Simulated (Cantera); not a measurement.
A perfectly stirred reactor is fed with CO : O₂ : H₂O : N₂ : H₂ = 0.027 : 0.025 : 0.019 : 1 : 0.0024 (molar parts), equivalence ratio 0.59, at 4.30 bar; it is held at 1450 K, and followed from long to short residence time.

Computed with Cantera and GRI-Mech 3.0 (53 species, 325 reactions). The hydrogen kinetics of GRI-Mech 3.0 are dated; newer H2 mechanisms differ, most at raised pressure.

x: mole fraction; the columns are a selection and need not sum to one.

| τ (s) | x CO | x O₂ | x H₂O | x O | x CO₂ | x N₂O |
|---|---|---|---|---|---|---|
| 7.5 | 1.60e-5 | 0.00973 | 0.0202 | 8.49e-7 | 0.0255 | 2.68e-7 |
| 3.4 | 2.76e-5 | 0.00973 | 0.0202 | 1.37e-6 | 0.0255 | 4.16e-7 |
| 1.6 | 4.64e-5 | 0.00974 | 0.0202 | 2.17e-6 | 0.0255 | 6.24e-7 |
| 0.71 | 8.11e-5 | 0.00976 | 0.0202 | 3.62e-6 | 0.0254 | 9.30e-7 |
| 0.32 | [?] | 0.00978 | 0.0202 | [?] | 0.0254 | [?] |
| 0.15 | 0.000235 | 0.00983 | 0.0202 | 9.86e-6 | 0.0253 | 1.59e-6 |
| 0.067 | 0.000406 | 0.00991 | 0.0201 | 1.68e-5 | 0.0251 | 1.78e-6 |
| 0.031 | 0.000680 | 0.0100 | 0.0201 | 2.79e-5 | 0.0248 | 1.79e-6 |
| 0.014 | [?] | 0.0103 | 0.0201 | [?] | 0.0243 | 1.66e-6 |
| 0.0063 | 0.00191 | 0.0106 | 0.0200 | 7.95e-5 | 0.0236 | 1.47e-6 |
| 0.0029 | 0.00309 | 0.0112 | 0.0199 | 0.000130 | 0.0224 | 1.28e-6 |

Problem. Fill in the missing entries.

Solution. 
- 0.32, x CO: 0.000140
- 0.32, x O: 6.02e-6
- 0.32, x N₂O: 1.29e-6
- 0.014, x CO: 0.00115
- 0.014, x O: 4.72e-5
